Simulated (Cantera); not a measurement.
A closed system holds: 1 mol MgO, 0.5 mol Cl₂, 0.45 mol H₂O, held at 27.0 mbar.

Equilibrium computed with Cantera from the NASA thermochemical tables; the gas is ideal and each condensed phase is pure. Candidate condensed phases: H₂O, Mg, MgCl₂, MgO, Mg(OH)₂; 22 gas species. Condensed phases not in the tables: MgOHCl. The numbers say what is thermodynamically allowed, not how fast it happens.

x: gas mole fraction; n: condensed amount in mol.

```json
[
 {"T (K)": "948", "x HCl": "0.618", "x O₂": "0.155", "x Cl₂": "0.135", "x H₂O": "0.0912", "x Cl": "0.000383", "x MgCl₂": "3.00e-5", "n MgO(s)": "1.000"},
 {"T (K)": "1048", "x HCl": "0.659", "x O₂": "0.165", "x Cl₂": "0.108", "x H₂O": "0.0655", "x Cl": "0.00154", "x MgCl₂": "0.000275", "n MgO(s)": "1.000"},
 {"T (K)": "1148", "x HCl": "0.684", "x O₂": "0.172", "x Cl₂": "…", "x H₂O": "…", "x Cl": "…", "x MgCl₂": "…", "n MgO(s)": "0.998"},
 {"T (K)": "1248", "x HCl": "0.695", "x O₂": "0.177", "x Cl₂": "0.0693", "x H₂O": "0.0395", "x Cl": "0.0123", "x MgCl₂": "0.00705", "n MgO(s)": "0.992"},
 {"T (K)": "1348", "x HCl": "0.688", "x O₂": "0.182", "x Cl₂": "0.0474", "x H₂O": "0.0375", "x Cl": "0.0248", "x MgCl₂": "0.0200", "n MgO(s)": "0.976"},
 {"T (K)": "1448", "x HCl": "0.665", "x O₂": "0.185", "x Cl₂": "0.0267", "x H₂O": "0.0435", "x Cl": "0.0404", "x MgCl₂": "0.0384", "n MgO(s)": "0.954"},
 {"T (K)": "1548", "x HCl": "0.631", "x O₂": "0.186", "x Cl₂": "…", "x H₂O": "…", "x Cl": "…", "x MgCl₂": "…", "n MgO(s)": "0.932"},
 {"T (K)": "1648", "x HCl": "0.591", "x O₂": "0.184", "x Cl₂": "0.00675", "x H₂O": "0.0737", "x Cl": "0.0724", "x MgCl₂": "0.0720", "n MgO(s)": "0.912"},
 {"T (K)": "1748", "x HCl": "0.547", "x O₂": "0.180", "x Cl₂": "0.00353", "x H₂O": "0.0931", "x Cl": "0.0888", "x MgCl₂": "0.0865", "n MgO(s)": "0.894"},
 {"T (K)": "1848", "x HCl": "0.502", "x O₂": "0.175", "x Cl₂": "0.00194", "x H₂O": "0.113", "x Cl": "0.105", "x MgCl₂": "0.0998", "n MgO(s)": "0.877"},
 {"T (K)": "1948", "x HCl": "0.459", "x O₂": "0.169", "x Cl₂": "0.00112", "x H₂O": "0.131", "x Cl": "0.122", "x MgCl₂": "0.112", "n MgO(s)": "0.861"}
]
```

Question: Fill in the missing entries.

Answer: 
- 1148, x Cl₂: 0.0882
- 1148, x H₂O: 0.0489
- 1148, x Cl: 0.00485
- 1148, x MgCl₂: 0.00167
- 1548, x Cl₂: 0.0135
- 1548, x H₂O: 0.0564
- 1548, x Cl: 0.0564
- 1548, x MgCl₂: 0.0562
